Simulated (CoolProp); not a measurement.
Saturated liquid density (kg/m³) of R11: the reference equation beside estimates from Tc = 471.1 K, pc = 44.08 bar, ω = 0.189. Rackett uses Z = 0.29056 − 0.08775 ω.

The numbers come from the reference Helmholtz-energy equation of state, Jacobsen 1992 in CoolProp.

| T (K) | reference | Rackett | van der Waals | Redlich-Kwong | Soave-Redlich-Kwong | Peng-Robinson |
|---|---|---|---|---|---|---|
| 292.8 | 1489 | 1504 | 938.6 | 1378 | 1408 | 1590 |
| 310.9 | 1445 | 1461 | 912.0 | 1332 | 1364 | 1543 |
| 329.1 | 1400 | 1414 | 883.4 | 1281 | 1317 | 1491 |
| 347.2 | 1351 | 1365 | 852.8 | 1227 | 1264 | 1433 |
| 365.4 | 1299 | 1313 | 819.4 | 1167 | 1206 | 1368 |
| 383.5 | 1243 | 1256 | 782.9 | 1101 | 1141 | 1294 |
| 401.7 | 1179 | 1193 | 741.9 | 1027 | 1066 | 1209 |
| 419.8 | 1107 | 1121 | 695.1 | 943.1 | 979.2 | 1109 |
| 438 | 1019 | 1034 | 638.6 | 842.6 | 873.6 | 985.9 |
| 456.1 | 894.5 | 915.0 | 563.4 | 711.9 | 733.5 | 820.5 |

Absolute difference from the reference over all 10 rows, mean and median: Rackett 1.2 and 1.1 %, van der Waals 37.0 and 37.0 %, Redlich-Kwong 12.0 and 10.8 %, Soave-Redlich-Kwong 9.2 and 7.7 %, Peng-Robinson 5.0 and 5.7 %.
